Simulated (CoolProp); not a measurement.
The numbers come from the reference Helmholtz-energy equation of state, Thol 2019 in CoolProp.

### Question
For n-hexane, give the phase and the cv (kJ/(kg K)), Joule-Thomson coefficient (K/MPa), isothermal compressibility (1/MPa), viscosity (µPa s) at 366.5 K and 3.17 bar.

### Answer
- 366.5 K and 3.17 bar: liquid; cv 2.02, Joule-Thomson coefficient -0.217, isothermal compressibility 0.00361, viscosity 163

Viscosity comes from a separate model (Michailidou 2013).
